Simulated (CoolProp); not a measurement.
Saturation properties of R141b.

The numbers come from the reference Helmholtz-energy equation of state, Lemmon 2006 in CoolProp. It is a short technical equation, of lower accuracy than the large ones.

| T (K) | p (MPa) | enthalpy of vaporisation (kJ/kg) | liquid viscosity (µPa s) |
|---|---|---|---|
| 242.1 | 0.005482 | 251.6 | 861 |
| 271.9 | 0.02653 | 238.2 | 560 |
| 301.7 | 0.08947 | 224.4 | 391 |
| 331.5 | 0.2348 | 209.4 | 285 |
| 361.3 | 0.5150 | 192.4 | 212 |
| 391.1 | 0.9914 | 172.1 | 160 |
| 420.8 | 1.729 | 146.6 | 119 |
| 450.6 | 2.816 | 110.1 | 83.8 |

It boils at 305.2 K under 1 atm.

Viscosity comes from a separate model (Huber 2003), an estimate that may be off by 10 % or more.
